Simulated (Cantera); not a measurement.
Feed: 1 mol Nb, 0.23 mol H2O, equilibrated at 2375 K.

Equilibrium computed with Cantera from the NASA thermochemical tables; the gas is ideal and each condensed phase is pure. Candidate condensed phases: H2O, Nb, NbO, NbO2, Nb2O5; 12 gas species. Mutual solubility and eutectic melting of coexisting phases are not modelled. NbO: taken at fixed stoichiometry. Condensed phases not in the tables: N, O or C dissolved in the metal. Equilibrium is a limit: real reactors are often held back by kinetics, nucleation or transport.

log p: log10 of the partial pressure in bar; n: condensed amount in mol.

```csv
P (Pa),log p H2,log p H,log p NbO,log p NbO2,n Nb(s),n NbO(l)
0.100,-8.65,-6.18,-6.50,-8.04,0.773,0
2.50,-5.87,-4.79,-5.30,-5.65,0.825,0
63,-3.55,-3.63,-4.53,-4.10,0.816,0.121
1600,?,?,-4.53,-4.10,0.772,0.226
40000,?,?,-4.53,-4.10,0.771,0.229
1000000,1.00,-1.35,-4.53,-4.10,0.771,0.229
```

**Question.** Some entries are withheld; supply them.

**Answer.** 
- 40000, log p H2: -0.41
- 40000, log p H: -2.06
- 1600, log p H2: -1.85
- 1600, log p H: -2.78
